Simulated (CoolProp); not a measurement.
Properties of octamethyltrisiloxane (MDM) at several states (Tc = 292.2 °C, pc = 1.438 MPa, ω = 0.528).

The numbers come from the reference Helmholtz-energy equation of state, Thol 2017 in CoolProp.

```csv
T (°C),p (MPa),phase,density (kg/m³),cp (kJ/(kg K)),Joule-Thomson coefficient (K/MPa),isothermal compressibility (1/MPa),fugacity coefficient
170.35,0.0157,gas,1.016,1.796,19.34,64.29,0.9909
44.55,4.05,liquid,802.0,1.822,-0.4202,0.001918,0.0006298
160.35,0.996,liquid,669.4,2.126,-0.1322,0.007128,0.1249
185.25,0.388,liquid,632.6,2.207,0.03272,0.01118,0.5143
290.25,4.55,liquid,516.1,2.430,0.5925,0.03178,0.2864
254.95,0.292,gas,17.40,2.035,12.90,3.825,0.9124
```
